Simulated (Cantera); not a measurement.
Input: 1 mol Ta(OEt)5, 8.6 mol H2O, 1.8 mol H2, at 1625 °C and 0.000170 bar.

Equilibrium computed with Cantera from the NASA thermochemical tables; the gas is ideal and each condensed phase is pure. Candidate condensed phases: C, C6H6, C7H8, C8H18, H2O, Ta, TaC, Ta2O5; 113 gas species. The feed counts by its element totals alone. Kinetics and transport are ignored.

Q: What is the equilibrium state?

A: 
```json
{
 "x(H2)": "0.626",
 "x(CO)": "0.293",
 "x(H)": "0.0474",
 "x(H2O)": "0.0293",
 "x(CO2)": "0.00326",
 "x(OH)": "0.000181",
 "x(TaO2)": "0.000149",
 "x(O)": "1.03e-5",
 "n(Ta2O5(s))": "0.497 mol",
 "gas_amount": "33.71 mol",
 "log10 activity of Ta(s) (absent)": "-4.03",
 "log10 activity of C(graphite) (absent)": "-6.72",
 "log10 activity of TaC(s) (absent)": "-6.89"
}
```
